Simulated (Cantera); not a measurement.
**Low-pressure radical oxidation in H2/O2**

An isothermal, constant-pressure homogeneous reactor starts with H₂ : O₂ : N₂ = 0.0053 : 1 : 1.3 (molar parts), at 1100 K and 2670 Pa.

Cantera simulation using GRI-Mech 3.0 (53 species, 325 reactions); the numbers are that mechanism's predictions, not measurements. Radical loss at walls, strong at low pressure, is not modelled.

```tsv
t (s)	x H₂	x O₂	x H₂O₂	x H₂O	x NO	x N₂O	x O
5.00e-5	0.00230	0.434	<1e-12	<1e-12	<1e-12	<1e-12	2.98e-12
0.000188	0.00230	0.434	<1e-12	2.26e-12	<1e-12	<1e-12	2.74e-11
0.000707	0.00230	0.434	<1e-12	5.55e-11	<1e-12	<1e-12	1.84e-10
0.00266	0.00230	0.434	<1e-12	1.40e-9	<1e-12	<1e-12	1.83e-9
0.0100	0.00230	0.434	2.65e-12	3.56e-7	<1e-12	<1e-12	3.29e-7
0.0376	3.14e-5	0.432	1.79e-8	0.00215	1.05e-9	2.36e-9	0.00156
0.141	2.64e-6	0.433	8.27e-9	0.00225	3.18e-9	1.18e-8	0.000736
0.532	5.21e-7	0.433	5.93e-9	0.00228	4.50e-9	1.93e-8	0.000150
2.00	5.57e-8	0.433	2.02e-9	0.00230	5.17e-9	2.24e-8	1.70e-5
```
x: mole fraction; the columns are a selection and need not sum to one.

Equilibrium at this temperature and pressure: H₂ 2.84e-11, O₂ 0.433, H₂O₂ 2.23e-12, H₂O 0.00230, NO 0.000104, N₂O 1.08e-9, O 1.01e-8 (gas phase only).
